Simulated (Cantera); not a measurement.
What does this Cantera script print?

```python
import numpy as np
import cantera as ct

gas_names = """
    H HNO HNO2 HNO3 HO2 H2 H2O H2O2 N NH NH2 NH3 NH2OH NO NO2 NO3 N2 N2H2 N2H4 N2O O OH O2 O3
""".split()
cond_names = """
    H2O(s) H2O(L)
""".split()


# ... load() reads the species with a 1 bar reference pressure and builds the phases ...
atoms = {
    'N2O': {'N': 2, 'O': 1},
    'H2': {'H': 2},
    'N2': {'N': 2},
}
top_T = {}  # K; cautious upper limits of use, not melting points


# ... equilibrate(T, P, feed) seeds the gas with the atoms and calls Mixture.equilibrate('TP', solver="vcs", rtol=1e-11, max_steps=5000) ...
results = []
feed = {'N2O': 1, 'H2': 0.71, 'N2': 1.8}  # mol
T = 1048  # K
P = 10000  # Pa
mix = equilibrate(T, P, feed)
results.append((T, P, feed, dict(zip(mix.species_names, mix.species_moles))))
print(gas.report(threshold=0.0001))
for i in range(1, mix.n_phases):
    print(f"{mix.phase(i).name:16s} {mix.phase_moles(i):12.5e} mol")
```

It prints:

```
       temperature   1048 K
          pressure   10000 Pa
           density   0.030102 kg/m^3
  mean mol. weight   26.23 kg/kmol
   phase of matter   gas

                          1 kg             1 kmol
                     ---------------   ---------------
          enthalpy        -8.737e+05       -2.2917e+07  J
   internal energy       -1.2059e+06        -3.163e+07  J
           entropy            9754.2        2.5585e+05  J/K
    Gibbs function       -1.1096e+07       -2.9105e+08  J
 heat capacity c_p            1325.5             34767  J/K
 heat capacity c_v            1008.5             26453  J/K

                      mass frac. Y      mole frac. X     chem. pot. / RT
                     ---------------   ---------------   ---------------
               H2O           0.13342           0.19425           -56.707
                N2           0.81817           0.76606           -27.553
                O2          0.048382           0.03966           -32.225
     [  +21 minor]        2.5884e-05        2.2762e-05
```

Cantera equilibrium calculation (NASA polynomials, part measured and part estimated; ideal gas, pure solids and liquids).
